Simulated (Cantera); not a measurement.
**Roasting and sulfation: FeS2 + SO2 + CO2**

Input: 1 mol FeS2, 3 mol SO2, 1.5 mol CO2, held at 1275 K.

Cantera equilibrium calculation (NASA polynomials, part measured and part estimated; ideal gas, pure solids and liquids). Candidate condensed phases: C, Fe, Fe(CO)5, FeO, FeS, FeSO4, FeS2, Fe2O3, Fe2(SO4)3, Fe3O4, S; 25 gas species. Metal and sulfide melt together well below either melting point, which pure phases cannot show. Mutual solubility and eutectic melting of coexisting phases are not modelled. The tables' stoichiometric FeO is somewhat more stable than real wüstite, so its field is too wide. FeO, FeS: taken at fixed stoichiometry. Gases not in the tables: S3 to S7. Rates play no part.

```csv
P (Pa),x SO2,x CO2,x S2,x CO,x S2O,n FeO(s),n FeS(s)
1000,0.575,0.275,0.125,0.0197,0.00266,0.231,0.769
3500,0.603,0.285,0.0934,0.0136,0.00299,0,1.00
13000,0.602,0.289,0.0936,0.00995,0.00416,0,1.00
45000,0.600,0.292,0.0932,0.00736,0.00565,0,1.00
160000,0.599,0.294,0.0922,0.00539,0.00768,0,1.00
560000,0.598,0.295,0.0904,0.00394,0.0104,0,1.00
2000000,0.597,0.296,0.0879,0.00286,0.0139,0,1.00
```
x: gas mole fraction; n: condensed amount in mol.

At 7.50 Torr the condensed part is FeO(s) + FeS(s). From 26.3 Torr to 15000 Torr the condensed part is FeS(s).
